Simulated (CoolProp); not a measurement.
Hydrogen chloride at several states: fugacity coefficient from the reference equation and from simpler models built on Tc = 51.5 °C, pc = 8.314 MPa, ω = 0.130; each cubic takes its own stable root.

The numbers come from the reference Helmholtz-energy equation of state, Thol 2018 in CoolProp.

```tsv
T (°C)	p (MPa)	phase	reference	van der Waals	Redlich-Kwong	Soave-Redlich-Kwong	Peng-Robinson
234.75	33.1	supercritical	0.7584	0.7204	0.7641	0.8279	0.7736
151.35	2.16	gas	0.9585	0.9610	0.9610	0.9649	0.9579
145.05	0.0206	gas	0.9996	0.9996	0.9996	0.9996	0.9996
304.15	0.32	gas	0.9979	0.9976	0.9980	0.9988	0.9980
272.75	21.6	supercritical	0.8603	0.8303	0.8627	0.9109	0.8708
```
